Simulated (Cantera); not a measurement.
**Silicon epitaxy and polysilicon growth: SiH2Cl2 + Cl2 + H2 + HCl**

A closed system holds: 1 mol SiH2Cl2, 0.017 mol Cl2, 44 mol H2, 2.9 mol HCl, held at 1123.15 K and 0.0380 bar.

Cantera equilibrium calculation (NASA polynomials, part measured and part estimated; ideal gas, pure solids and liquids). Candidate condensed phases: Si; 19 gas species. The tables' values for SiCl3 are old estimates; treat these amounts as uncertain. Kinetics and transport are ignored.

```json
{
 "x(H2)": "0.943",
 "x(HCl)": "0.0378",
 "x(SiCl4)": "0.0100",
 "x(SiHCl3)": "0.00428",
 "x(SiCl2)": "0.00321",
 "x(SiCl3)": "0.00161",
 "x(SiH2Cl2)": "0.000225",
 "x(SiH3Cl)": "3.14e-6",
 "n(Si(s))": "0.0684 mol",
 "gas_amount": "48.18 mol"
}
```
